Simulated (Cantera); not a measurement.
Stirred combustor or abatement burner

A perfectly stirred reactor is fed with CH4 : C2H6 : C3H8 : O2 : N2 : CO2 = 1 : 0.058 : 0.27 : 3.55 : 13.4 : 3.1 (molar parts), equivalence ratio 1.0, at 100000 Pa; it is adiabatic with a 548 K inlet, and is followed from long to short residence time, starting on the burning branch (τ in s: 0.04, 0.018, 0.008, 0.0036, 0.0016, 0.00072, 0.00032, 0.00014, 6.4e-05).

Computed with Cantera and GRI-Mech 3.0 (53 species, 325 reactions).

```csv
τ (s),T (K),x CH4,x C2H6,x C3H8,x CH2O,x O2,x H2,x NO
0.040,2023,6.70e-6,6.67e-8,2.91e-7,1.64e-6,0.00945,0.00263,0.000172
0.018,1991,1.17e-5,1.35e-7,5.75e-7,2.77e-6,0.0115,0.00326,0.000125
0.0080,1951,2.09e-5,2.70e-7,1.12e-6,4.75e-6,0.0139,0.00404,9.17e-5
0.0036,1906,3.81e-5,5.27e-7,2.12e-6,8.20e-6,0.0165,0.00496,6.80e-5
0.0016,1855,7.34e-5,1.05e-6,4.10e-6,1.47e-5,0.0195,0.00600,4.96e-5
0.00072,1800,0.000149,2.14e-6,8.15e-6,2.76e-5,0.0227,0.00712,3.52e-5
0.00032,1741,0.000343,4.86e-6,1.81e-5,5.70e-5,0.0268,0.00841,2.31e-5
0.00014,1646,0.00130,1.85e-5,6.39e-5,0.000171,0.0364,0.0110,9.90e-6
6.4e-5,548,0.0468,0.00271,0.0126,<1e-12,0.166,<1e-12,<1e-12
```
x: mole fraction; the columns are a selection and need not sum to one.
